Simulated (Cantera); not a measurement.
A perfectly stirred reactor is fed with CH4 : O2 : N2 = 1 : 4.26 : 16 (molar parts), at 2250 Torr; it is adiabatic with a 400 K inlet, and is followed from long to short residence time, starting on the burning branch (τ in s: 0.02, 0.0091, 0.0042, 0.0019, 0.00087, 0.0004, 0.00018, 8.3e-05, 3.8e-05, 1.7e-05, 7.9e-06, 3.6e-06).

Detailed kinetics in Cantera: GRI-Mech 3.0 (53 species, 325 reactions).

What does this change do: pressure from 2250 Torr to 180 Torr?


```tsv
quantity	before	after
blow-out, bracketed by the residence times tried	burning at 4.20 ms, out at 1.90 ms	burning at 1.90 ms, out at 0.870 ms
x(CH4) at τ = 20.0 ms	8.25e-5	0.000108
x(O2) at τ = 20.0 ms	0.107	0.107
x(HO2) at τ = 20.0 ms	9.68e-6	8.76e-6
x(H2O) at τ = 20.0 ms	0.0936	0.0919
x(CO) at τ = 20.0 ms	0.000878	0.00231
x(CH4) at τ = 0.180 ms	0.0470	0.0470
x(O2) at τ = 0.180 ms	0.200	0.200
x(HO2) at τ = 0.180 ms	<1e-12	<1e-12
x(H2O) at τ = 0.180 ms	<1e-12	<1e-12
x(CO) at τ = 0.180 ms	<1e-12	<1e-12
```

What does this change do: inlet temperature 400 to 675 K?


```csv
quantity,before,after
"blow-out, bracketed by the residence times tried","burning at 4.20 ms, out at 1.90 ms","burning at 0.180 ms, out at 83.0 µs"
x(CH4) at τ = 20.0 ms,8.25e-5,2.52e-5
x(O2) at τ = 20.0 ms,0.107,0.106
x(HO2) at τ = 20.0 ms,9.68e-6,3.27e-6
x(H2O) at τ = 20.0 ms,0.0936,0.0936
x(CO) at τ = 20.0 ms,0.000878,0.000386
x(CH4) at τ = 0.180 ms,0.0470,0.00111
x(O2) at τ = 0.180 ms,0.200,0.115
x(HO2) at τ = 0.180 ms,<1e-12,8.32e-5
x(H2O) at τ = 0.180 ms,<1e-12,0.0887
x(CO) at τ = 0.180 ms,<1e-12,0.0132
```
